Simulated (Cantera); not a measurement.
## Equilibrium for aluminium and copper etching: Al + Cl₂ + N₂

Charge: 1 mol Al, 2.2 mol Cl₂, 14 mol N₂, equilibrated at 46.0 Pa.

Method: chemical equilibrium by Gibbs-energy minimisation in Cantera with the NASA 1993 tables (ideal gas, pure condensed phases). Candidate condensed phases: Al, AlCl₃, AlN; 11 gas species. Equilibrium is a limit: real reactors are often held back by kinetics, nucleation or transport.

```json
[
 {"T (°C)": "152", "x N₂": "0.920", "x AlCl₃": "0.00139", "x Cl₂": "0.0460", "x Al₂Cl₆": "0.0322"},
 {"T (°C)": "202", "x N₂": "0.917", "x AlCl₃": "0.00832", "x Cl₂": "0.0459", "x Al₂Cl₆": "0.0286"},
 {"T (°C)": "252", "x N₂": "0.908", "x AlCl₃": "0.0291", "x Cl₂": "0.0454", "x Al₂Cl₆": "0.0179"},
 {"T (°C)": "302", "x N₂": "0.896", "x AlCl₃": "0.0535", "x Cl₂": "0.0448", "x Al₂Cl₆": "0.00526"},
 {"T (°C)": "352", "x N₂": "0.893", "x AlCl₃": "0.0619", "x Cl₂": "0.0446", "x Al₂Cl₆": "0.000919"},
 {"T (°C)": "402", "x N₂": "0.892", "x AlCl₃": "0.0634", "x Cl₂": "0.0446", "x Al₂Cl₆": "0.000172"},
 {"T (°C)": "452", "x N₂": "0.892", "x AlCl₃": "0.0636", "x Cl₂": "0.0446", "x Al₂Cl₆": "3.96e-5"},
 {"T (°C)": "502", "x N₂": "0.892", "x AlCl₃": "0.0637", "x Cl₂": "0.0446", "x Al₂Cl₆": "1.11e-5"},
 {"T (°C)": "552", "x N₂": "0.892", "x AlCl₃": "0.0637", "x Cl₂": "0.0445", "x Al₂Cl₆": "3.64e-6"},
 {"T (°C)": "602", "x N₂": "0.892", "x AlCl₃": "0.0637", "x Cl₂": "0.0443", "x Al₂Cl₆": "1.37e-6"}
]
```
x: gas mole fraction; nothing condenses.

From 152 °C to 602 °C nothing is condensed. The main Al-bearing gas is Al₂Cl₆ at 152 °C and AlCl₃ at 602 °C.
